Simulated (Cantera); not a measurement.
What does this Cantera script print?

```python
import numpy as np
import cantera as ct

gas_names = [...]  # 109 gases of nasa_gas.yaml made of C, Cl, H, Si
cond_names = """
    C(gr) C6H6(L) C7H8(L) C8H18(L),n-octa Si(cr) Si(L) SiC(b)
""".split()


# ... load() reads the species with a 1 bar reference pressure and builds the phases ...
atoms = {
    '(CH3)2SiCl2': {'C': 2, 'H': 6, 'Si': 1, 'CL': 2},
    'HCl': {'H': 1, 'CL': 1},
    'H2': {'H': 2},
}
top_T = {'C(gr)': 4500, 'SiC(b)': 3050}  # K; cautious upper limits of use, not melting points


# ... equilibrate(T, P, feed) seeds the gas with the atoms and calls Mixture.equilibrate('TP', solver="vcs", rtol=1e-11, max_steps=5000) ...
results = []
feed = {'(CH3)2SiCl2': 1, 'HCl': 0.15, 'H2': 9.6}  # mol
T = 1198.15  # K
P = 100000  # Pa
mix = equilibrate(T, P, feed)
results.append((T, P, feed, dict(zip(mix.species_names, mix.species_moles))))
print(gas.report(threshold=0.0001))
for i in range(1, mix.n_phases):
    print(f"{mix.phase(i).name:16s} {mix.phase_moles(i):12.5e} mol")
```

It prints:

```
       temperature   1198.2 K
          pressure   1e+05 Pa
           density   0.080259 kg/m^3
  mean mol. weight   7.9954 kg/kmol
   phase of matter   gas

                          1 kg             1 kmol
                     ---------------   ---------------
          enthalpy        1.1687e+06         9.344e+06  J
   internal energy            -77290       -6.1797e+05  J
           entropy             23366        1.8682e+05  J/K
    Gibbs function       -2.6828e+07        -2.145e+08  J
 heat capacity c_p            4080.5             32625  J/K
 heat capacity c_v            3040.6             24311  J/K

                      mass frac. Y      mole frac. X     chem. pot. / RT
                     ---------------   ---------------   ---------------
               CH4          0.023628          0.011775           -38.052
               HCL           0.54957           0.12052           -36.138
                H2           0.21618           0.85737           -18.127
             SiCL3         0.0042194        0.00025095           -91.673
             SiCL4            0.1779         0.0083727           -118.75
            SiHCL3          0.027166         0.0016036           -100.74
     [ +103 minor]         0.0013381        0.00010849

C(gr)             9.80575e-01 mol
Si(cr)            0.00000e+00 mol
SiC(b)            8.60953e-01 mol
```

Equilibrium computed with Cantera from the NASA thermochemical tables; the gas is ideal and each condensed phase is pure. The feed counts by its element totals alone. The tables' values for SiCl3 are old estimates; treat these amounts as uncertain.
